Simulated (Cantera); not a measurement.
Charge: 1 mol B2H6, 0.34 mol H2O, 0.29 mol NH3, equilibrated at 29000 Pa.

Method: chemical equilibrium by Gibbs-energy minimisation in Cantera with the NASA 1993 tables (ideal gas, pure condensed phases). Candidate condensed phases: B, BN, B2O3, B3O3H3, H2O; 39 gas species. The feed counts by its element totals alone. Mutual solubility and eutectic melting of coexisting phases are not modelled. The tables' values for BH2 are old estimates; treat these amounts as uncertain. Equilibrium is a limit: real reactors are often held back by kinetics, nucleation or transport.

x: gas mole fraction; n: condensed amount in mol.

```tsv
T (K)	x H2	x HBO	x B3O3H3	x B2O2	x HBO2	x B2O3	n B(s)	n BN(s)	n B2O3(l)
1250	0.996	0.000250	0.00371	1.06e-6	3.14e-6	?	1.47	0.290	0.0990
1275	0.996	0.000369	0.00372	2.09e-6	5.02e-6	?	1.47	0.290	0.0988
1300	0.996	0.000535	0.00373	4.02e-6	7.90e-6	?	1.47	0.290	0.0986
1325	0.995	0.000766	0.00373	7.52e-6	1.22e-5	?	1.47	0.290	0.0982
1350	0.995	0.00108	0.00373	1.37e-5	1.85e-5	?	1.47	0.290	0.0978
1375	0.995	0.00150	0.00373	2.45e-5	2.76e-5	?	1.47	0.290	0.0972
1400	0.994	0.00207	0.00372	4.28e-5	4.06e-5	?	1.47	0.290	0.0964
1425	0.993	0.00281	0.00371	7.33e-5	5.89e-5	?	1.47	0.290	0.0954
1450	0.992	0.00378	0.00369	0.000123	8.43e-5	?	1.46	0.290	0.0940
1475	0.991	0.00502	0.00367	0.000203	0.000119	?	1.46	0.290	0.0921
1500	0.989	0.00661	0.00365	0.000329	0.000166	?	1.46	0.290	0.0896
1525	0.987	0.00861	0.00362	0.000524	0.000228	?	1.46	0.290	0.0863
1550	0.984	0.0111	0.00359	0.000821	0.000311	?	1.45	0.290	0.0820
1575	0.980	0.0142	0.00355	0.00127	0.000419	?	1.45	0.290	0.0762
```

### Question
What belongs in the gaps?

### Answer

- 1250, x B2O3: 1.52e-7
- 1275, x B2O3: 3.17e-7
- 1300, x B2O3: 6.42e-7
- 1325, x B2O3: 1.26e-6
- 1350, x B2O3: 2.42e-6
- 1375, x B2O3: 4.54e-6
- 1400, x B2O3: 8.29e-6
- 1425, x B2O3: 1.48e-5
- 1450, x B2O3: 2.59e-5
- 1475, x B2O3: 4.44e-5
- 1500, x B2O3: 7.48e-5
- 1525, x B2O3: 0.000124
- 1550, x B2O3: 0.000201
- 1575, x B2O3: 0.000321
